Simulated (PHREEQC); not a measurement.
PHREEQC input (ion-association model, phreeqc.dat):

```
SOLUTION 1
  temp 25
  units mol/kgw
  pH 7 charge
  Cl 0.00596
  Fe(3) 0.0019
  Cu(2) 0.00013
  S(6) 0.00064
  Na 0.00128
SOLUTION 2
  temp 25
  units mol/kgw
  pH 7 charge
  F 0.01218
  Na 0.00018
  S(6) 0.14
END
SELECTED_OUTPUT 1
  -reset false
  -pH true
  -pe true
  -ionic_strength true
  -water true
  -totals Cl Cu F Fe Na S Cu(1) Cu(2) Fe(2) Fe(3)
    S(-2) S(6)
  -molalities H+ Na+ Fe+2 Cl- SO4-2 F- Cu+2 OH- O2 HSO4-
    S-2 HS- H2S HF HF2- NaOH NaSO4- NaF FeOH+ Fe(OH)3-
    FeCl+ FeSO4 FeHSO4+ Fe(HS)2 Fe(HS)3- FeF+ Fe+3 FeOH+2 Fe(OH)2+ Fe(OH)3
    Fe(OH)4- Fe(OH)2 Fe2(OH)2+4 Fe3(OH)4+5 FeCl+2 FeCl2+ FeCl3 FeSO4+ FeHSO4+2 Fe(SO4)2-
    FeF+2 FeF2+ FeF3 Cu+ CuCl2- CuCl3-2 CuCl+ CuCl2 CuCl3- CuCl4-2
    CuF+ CuOH+ Cu(OH)2 Cu(OH)3- Cu(OH)4-2 Cu2(OH)2+2 CuSO4 Cu(HS)3-
  -saturation_indices Fe(OH)3(a) Halite
PRINT
  -reset false
MIX 1
  1 1
  2 0
EQUILIBRIUM_PHASES 1
  O2(g) -0.68 10
END
# ... the last block is repeated for the other 20 points of share of solution B
```

Selected output (columns that matter, 18 of 21 rows; share of solution B added in front):

```
share of solution B	pH	mu	Cl	Cu	F	Fe	Na	S	m_H+	m_Na+	m_Cl-	m_SO4-2	si_Fe(OH)3(a)	si_Halite
0	2.8852	0.0091925	0.00596	0.00013	0	0.0019	0.00128	0.00064	0.001422	0.0012787	0.0059262	0.00029135	-0.1186	-6.7767
0.05	1.9744	0.020605	0.0056619	0.0001235	0.00060899	0.001805	0.001225	0.0076078	0.01194	0.0012117	0.0056509	0.0037751	-3.3829	-6.8563
0.1	1.7245	0.032767	0.0053639	0.000117	0.001218	0.00171	0.00117	0.014576	0.021659	0.0011509	0.0053584	0.0063977	-4.4653	-6.9269
0.2	1.476	0.053451	0.0047679	0.000104	0.0024359	0.00152	0.00106	0.028511	0.039266	0.0010367	0.0047655	0.0099454	-5.5956	-7.0534
0.25	1.3958	0.062885	0.0044699	9.7498e-05	0.0030449	0.001425	0.001005	0.035479	0.047608	0.00098108	0.0044682	0.011307	-5.9721	-7.1161
0.3	1.3299	0.071976	0.0041719	9.0998e-05	0.0036539	0.00133	0.00094998	0.042447	0.055767	0.00092603	0.0041706	0.012509	-6.285	-7.1804
0.35	1.274	0.080816	0.0038739	8.4499e-05	0.0042629	0.001235	0.00089498	0.049415	0.063789	0.00087137	0.0038729	0.013592	-6.5546	-7.247
0.4	1.2254	0.089465	0.0035759	7.7999e-05	0.0048719	0.00114	0.00083999	0.056383	0.071708	0.00081699	0.0035752	0.014584	-6.7933	-7.317
0.45	1.1823	0.097961	0.003278	7.1499e-05	0.0054809	0.001045	0.00078499	0.063351	0.079544	0.00076282	0.0032773	0.015503	-7.0095	-7.3911
0.55	1.1084	0.1146	0.002682	5.8499e-05	0.0066989	0.00085499	0.00067499	0.077287	0.095027	0.00065498	0.0026816	0.01717	-7.3978	-7.5558
0.6	1.0762	0.12279	0.002384	5.1999e-05	0.0073079	0.00075999	0.00061999	0.084255	0.10269	0.00060124	0.0023837	0.017935	-7.5783	-7.6492
0.65	1.0465	0.13089	0.002086	4.55e-05	0.0079169	0.00066499	0.00056499	0.091223	0.11032	0.0005476	0.0020858	0.018663	-7.7549	-7.7525
0.7	1.0189	0.13893	0.001788	3.9e-05	0.0085259	0.00057	0.00051	0.098191	0.11791	0.00049404	0.0017878	0.019358	-7.9311	-7.8685
0.75	0.99308	0.14691	0.00149	3.25e-05	0.0091349	0.000475	0.000455	0.10516	0.12548	0.00044056	0.0014899	0.020026	-8.1118	-8.0016
0.8	0.96887	0.15485	0.001192	2.6e-05	0.0097439	0.00038	0.0004	0.11213	0.13301	0.00038714	0.0011919	0.020667	-8.3033	-8.1585
0.9	0.92452	0.17057	0.000596	1.3e-05	0.010962	0.00019	0.00029	0.12606	0.14802	0.00028046	0.00059598	0.021885	-8.7765	-8.6067
0.95	0.90408	0.17838	0.000298	6.5e-06	0.011571	9.5e-05	0.000235	0.13303	0.15549	0.00022719	0.000298	0.022466	-9.1563	-9.0025
1	0.88465	0.18615	0	0	0.01218	0	0.00018	0.14	0.16295	0.00017396	0	0.023029	-1000	-1000
```

Complexes and solids missing from the database can't appear. Fluoro complexes past AlF4- and FeF3 are missing from the database.
